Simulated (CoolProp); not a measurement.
Values from CoolProp's reference Helmholtz-energy equation of state, Span 1996.

Q: Give the vapour pressure (MPa), enthalpy of vaporisation (kJ/kg), vapour viscosity (µPa s), liquid conductivity (mW/(m K)) of saturated carbon dioxide at -25.85, 3.15 °C.

A: 
```tsv
T (°C)	p (MPa)	enthalpy of vaporisation (kJ/kg)	vapour viscosity (µPa s)	liquid conductivity (mW/(m K))
-25.85	1.64	295	12.6	140
3.15	3.78	221	14.9	105
```

Viscosity comes from a separate model (Laesecke 2017). Thermal conductivity comes from a separate model (Huber 2016).
